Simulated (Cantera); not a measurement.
Charge: 1 mol Pb, 0.94 mol O₂, 68 mol N₂, equilibrated at 675 °C and 13.0 Pa.

Cantera equilibrium calculation (NASA polynomials, part measured and part estimated; ideal gas, pure solids and liquids). Candidate condensed phases: Pb, PbO, PbO₂, Pb₃O₄; 12 gas species. Rates play no part.

Base state: N₂ 0.993, O₂ 0.00643, PbO 0.000377 (mole fractions); condensed: PbO(yellow).

Q: What changes in the equilibrium state with this change: temperature from 675 °C to 1150 °C?

A: 
```
species             before     after
----------------  --------  --------
N₂                   0.993     0.974
O₂                 0.00643    0.0112
Pb                 5.67e-6    0.0101
O                    <1e-9   1.25e-5
NO                 3.36e-6  0.000212
PbO               0.000377   0.00425
PbO(yellow), mol     0.974         0
```

Q: What changes in the equilibrium state with this change: temperature from 675 °C to 727 °C?

A: 
```json
[
 {"species": "N₂", "before": "0.993", "after": "0.991"},
 {"species": "O₂", "before": "0.00643", "after": "0.00645"},
 {"species": "PbO", "before": "0.000377", "after": "0.00234"},
 {"species": "Pb", "before": "5.67e-6", "after": "8.07e-5"},
 {"species": "PbO(yellow), mol", "before": "0.974", "after": "0.834"}
]
```
